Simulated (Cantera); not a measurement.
An adiabatic, constant-volume homogeneous reactor starts with CO : H₂ : O₂ : N₂ = 1 : 0.29 : 1.29 : 4.85 (molar parts), at 1025 K and 5.00 bar. Integrator tolerance rtol = 1e-08.

Computed with Cantera and GRI-Mech 3.0 (53 species, 325 reactions). The hydrogen kinetics of GRI-Mech 3.0 are dated; newer H2 mechanisms differ, most at raised pressure.

Problem. What does this change do: initial temperature 1025 to 1623 K?

Solution. 
| quantity | before | after |
|---|---|---|
| time of steepest temperature rise | 2.33 ms | 3.86 µs |
| temperature at 1.00 s | 2534 K | 2815 K |
| equilibrium temperature | 2534 K | 2815 K |
| x(CO) at 1.00 s | 0.00621 (gas-phase equilibrium 0.00621) | 0.0233 (gas-phase equilibrium 0.0233) |
| x(H₂) at 1.00 s | 0.000281 (gas-phase equilibrium 0.000281) | 0.000976 (gas-phase equilibrium 0.000976) |
| x(O₂) at 1.00 s | 0.0884 (gas-phase equilibrium 0.0884) | 0.0887 (gas-phase equilibrium 0.0887) |
| x(H₂O) at 1.00 s | 0.0399 (gas-phase equilibrium 0.0399) | 0.0355 (gas-phase equilibrium 0.0355) |
| x(O) at 1.00 s | 0.00152 (gas-phase equilibrium 0.00152) | 0.00607 (gas-phase equilibrium 0.00607) |

Problem. What does this change do: CO 1 to 1.9 parts?

Solution. 
| quantity | before | after |
|---|---|---|
| time of steepest temperature rise | 2.33 ms | 1.53 ms |
| temperature at 1.00 s | 2534 K | 2872 K |
| equilibrium temperature | 2534 K | 2872 K |
| x(CO) at 1.00 s | 0.00621 (gas-phase equilibrium 0.00621) | 0.0556 (gas-phase equilibrium 0.0556) |
| x(H₂) at 1.00 s | 0.000281 (gas-phase equilibrium 0.000281) | 0.00129 (gas-phase equilibrium 0.00129) |
| x(O₂) at 1.00 s | 0.0884 (gas-phase equilibrium 0.0884) | 0.0424 (gas-phase equilibrium 0.0424) |
| x(H₂O) at 1.00 s | 0.0399 (gas-phase equilibrium 0.0399) | 0.0329 (gas-phase equilibrium 0.0329) |
| x(O) at 1.00 s | 0.00152 (gas-phase equilibrium 0.00152) | 0.00417 (gas-phase equilibrium 0.00417) |
